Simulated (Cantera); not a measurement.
## Equilibrium for iron carbonyl, mercury and lead vapours: Pb + CO + H2

Feed: 1 mol Pb, 0.043 mol CO, 12 mol H2, held at 748.15 K and 95.0 Pa.

These are equilibrium values from Cantera (NASA tables, ideal gas, pure condensed phases), not measurements of a reactor. Candidate condensed phases: C, C6H6, C7H8, C8H18, H2O, Pb, PbO, PbO2, Pb3O4; 113 gas species. Equilibrium is a limit: real reactors are often held back by kinetics, nucleation or transport.

The x(H2) is 0.996 and the x(CO) is 0.00268. The x(CH4) is 0.000878 and the x(H2O) is 0.000863. The x(CO2) is 1.45e-5 and the x(Pb) is 9.27e-6. The n(Pb(l)) is 1.000 mol, the gas amount is 12.02 mol and the log10 activity of C(graphite) (absent) comes out as -0.55. The log10 activity of PbO2(s) (absent) is -26.03. The log10 activity of Pb3O4(s) (absent) comes out as -39.95.
